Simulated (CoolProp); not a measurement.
Vapour-liquid equilibrium of carbon dioxide (1) + CHF3 (R23) (2) at 1.49 MPa; x and y are mole fractions of (1).

Computed with CoolProp (multi-fluid Helmholtz-energy mixture model, Span 1996 and Penoncello 2003; pair parameters Bell 2016).

```
x     bubble temperature (°C)  y at the bubble point  dew temperature at overall composition x (°C)  liquid density (mol/L)
----  -----------------------  ---------------------  ---------------------------------------------  ----------------------
0.05                        ?                  0.068                                          -18.5                   16.79
0.15                    -20.4                  0.197                                          -19.8                   17.42
0.25                    -22.0                  0.316                                          -21.1                   18.07
0.35                    -23.4                  0.424                                          -22.4                       ?
0.45                    -24.6                  0.524                                          -23.7                   19.47
0.55                    -25.7                  0.616                                          -24.9                   20.23
0.65                    -26.6                  0.703                                          -26.1                   21.04
0.75                    -27.4                  0.787                                              ?                   21.90
0.85                    -28.0                  0.870                                          -27.9                   22.81
0.95                    -28.5                  0.955                                          -28.5                       ?
```

Problem. Complete the blanks.

Solution. 
- 0.05, bubble temperature (°C): -18.8
- 0.35, liquid density (mol/L): 18.75
- 0.75, dew temperature at overall composition x (°C): -27.1
- 0.95, liquid density (mol/L): 23.80

No azeotrope shows between x = 0.05 and 0.95.

Pair parameters are fitted to limited data, so mixtures are less certain than the pure fluids.
